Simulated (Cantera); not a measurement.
Feed: 1 mol Fe(CO)₅, 8.8 mol CO, 68 mol H₂, held at 0.100 bar.

Cantera equilibrium calculation (NASA polynomials, part measured and part estimated; ideal gas, pure solids and liquids). Candidate condensed phases: C, C₆H₆, C₇H₈, C₈H₁₈, Fe, Fe(CO)₅, FeO, Fe(OH)₂, Fe(OH)₃, Fe₂O₃, Fe₃O₄, H₂O; 114 gas species. Condensed phases not in the tables: cementite and carbon dissolved in iron. Equilibrium is a limit: real reactors are often held back by kinetics, nucleation or transport. All values below are at 1000 K.

Base state: H₂ 0.824, CO 0.163, CH₄ 0.00648, H₂O 0.00530, CO₂ 0.00150 (mole fractions); condensed: C(graphite) + Fe(α).

Question: What changes in the equilibrium state with this change: pressure from 0.100 bar to 0.490 bar?

Answer: 
```tsv
species	before	after
H₂	0.824	0.799
CO	0.163	0.144
CH₄	0.00648	0.0289
H₂O	0.00530	0.0230
CO₂	0.00150	0.00593
C(graphite), mol	0.0253	0
Fe(α), mol	1.00	1.00
```
